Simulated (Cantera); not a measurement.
Input: 1 mol Si3N4, 0.1 mol C, 1 mol H2, equilibrated at 3048 K and 100 Torr.

Cantera equilibrium calculation (NASA polynomials, part measured and part estimated; ideal gas, pure solids and liquids). The tables' values for SiN are old estimates; treat these amounts as uncertain. Gases not in the tables: Si2H6 and higher silanes. Equilibrium is a limit: real reactors are often held back by kinetics, nucleation or transport.

| species | before | after |
|---|---|---|
| Si | 0.425 | 0.399 |
| N2 | 0.313 | 0.314 |
| H | 0.144 | 0.143 |
| SiC2 | 0.00200 | 0.0138 |
| Si2C | 0.00818 | 0.0196 |
| H2 | 0.0825 | 0.0818 |
| C3 | 1.40e-6 | 2.82e-5 |
| C2N2 | 1.83e-6 | 1.35e-5 |
| C2 | 2.02e-6 | 1.49e-5 |
| C2H | 9.58e-6 | 7.05e-5 |
| C2H2 (acetylene) | 2.99e-5 | 0.000219 |
| CN | 0.000467 | 0.00127 |
Gas species are given as mole fractions.

Which change was made?
(A) temperature from 3048 K to 2575 K
(B) C from 0.1 to 0.36 mol
(C) temperature from 3048 K to 2325 K
(D) temperature from 3048 K to 2025 K

B, C from 0.1 to 0.36 mol
